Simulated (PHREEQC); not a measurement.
Solution A (0.036 mol HCl and 0.00077 mol AlCl3 per kg of water) is mixed with solution B (0.034 mol NH3, 0.00077 mol H3BO3 and 0.00016 mol Na2CO3 per kg of water) at 45 °C; shares are by mass of water, 1 kg in all. Oxygen is held at 0.21 atm. The system is closed to CO2. The run lets Al(OH)3(a), Halite precipitate or redissolve, and no other solid.

Equilibrium calculation in PHREEQC: ion-association model, phreeqc.dat.

```json
[
 {"share of solution B": "0", "pH": "1.51", "Al+3 (mol/kgw)": "0.000770", "H2BO3- (mol/kgw)": "0", "HCO3- (mol/kgw)": "0", "H3BO3 (mol/kgw)": "0", "CO2 (mol/kgw)": "0", "CO3-2 (mol/kgw)": "0"},
 {"share of solution B": "0.1", "pH": "…", "Al+3 (mol/kgw)": "0.000692", "H2BO3- (mol/kgw)": "3.02e-12", "HCO3- (mol/kgw)": "3.94e-10", "H3BO3 (mol/kgw)": "7.70e-5", "CO2 (mol/kgw)": "1.60e-5", "CO3-2 (mol/kgw)": "0"},
 {"share of solution B": "0.2", "pH": "1.72", "Al+3 (mol/kgw)": "0.000615", "H2BO3- (mol/kgw)": "7.87e-12", "HCO3- (mol/kgw)": "1.03e-9", "H3BO3 (mol/kgw)": "0.000154", "CO2 (mol/kgw)": "3.20e-5", "CO3-2 (mol/kgw)": "0"},
 {"share of solution B": "0.3", "pH": "1.89", "Al+3 (mol/kgw)": "0.000538", "H2BO3- (mol/kgw)": "1.71e-11", "HCO3- (mol/kgw)": "2.23e-9", "H3BO3 (mol/kgw)": "0.000231", "CO2 (mol/kgw)": "4.80e-5", "CO3-2 (mol/kgw)": "0"},
 {"share of solution B": "0.4", "pH": "2.16", "Al+3 (mol/kgw)": "…", "H2BO3- (mol/kgw)": "…", "HCO3- (mol/kgw)": "5.54e-9", "H3BO3 (mol/kgw)": "0.000308", "CO2 (mol/kgw)": "6.40e-5", "CO3-2 (mol/kgw)": "0"},
 {"share of solution B": "0.5", "pH": "3.12", "Al+3 (mol/kgw)": "0.000375", "H2BO3- (mol/kgw)": "4.81e-10", "HCO3- (mol/kgw)": "6.28e-8", "H3BO3 (mol/kgw)": "0.000385", "CO2 (mol/kgw)": "7.99e-5", "CO3-2 (mol/kgw)": "0"},
 {"share of solution B": "0.6", "pH": "8.22", "Al+3 (mol/kgw)": "0", "H2BO3- (mol/kgw)": "6.16e-5", "HCO3- (mol/kgw)": "9.36e-5", "H3BO3 (mol/kgw)": "0.000400", "CO2 (mol/kgw)": "9.66e-7", "CO3-2 (mol/kgw)": "1.44e-6"},
 {"share of solution B": "0.7", "pH": "8.73", "Al+3 (mol/kgw)": "0", "H2BO3- (mol/kgw)": "0.000178", "HCO3- (mol/kgw)": "0.000107", "H3BO3 (mol/kgw)": "0.000361", "CO2 (mol/kgw)": "3.44e-7", "CO3-2 (mol/kgw)": "5.11e-6"},
 {"share of solution B": "0.8", "pH": "…", "Al+3 (mol/kgw)": "0", "H2BO3- (mol/kgw)": "…", "HCO3- (mol/kgw)": "0.000116", "H3BO3 (mol/kgw)": "0.000293", "CO2 (mol/kgw)": "1.66e-7", "CO3-2 (mol/kgw)": "1.21e-5"},
 {"share of solution B": "0.9", "pH": "9.48", "Al+3 (mol/kgw)": "0", "H2BO3- (mol/kgw)": "0.000502", "HCO3- (mol/kgw)": "0.000116", "H3BO3 (mol/kgw)": "…", "CO2 (mol/kgw)": "6.97e-8", "CO3-2 (mol/kgw)": "2.77e-5"},
 {"share of solution B": "1", "pH": "10.13", "Al+3 (mol/kgw)": "0", "H2BO3- (mol/kgw)": "0.000708", "HCO3- (mol/kgw)": "8.02e-5", "H3BO3 (mol/kgw)": "6.19e-5", "CO2 (mol/kgw)": "1.11e-8", "CO3-2 (mol/kgw)": "7.88e-5"}
]
```

**Question.** Some entries are withheld; supply them.

**Answer.** 
- 0.1, pH: 1.60
- 0.4, Al+3 (mol/kgw): 0.000461
- 0.4, H2BO3- (mol/kgw): 4.24e-11
- 0.8, pH: 9.09
- 0.8, H2BO3- (mol/kgw): 0.000323
- 0.9, H3BO3 (mol/kgw): 0.000191

Species that the database lacks are ignored. At this temperature some constants are extrapolated from 25 °C, and those without enthalpy data are left unchanged.
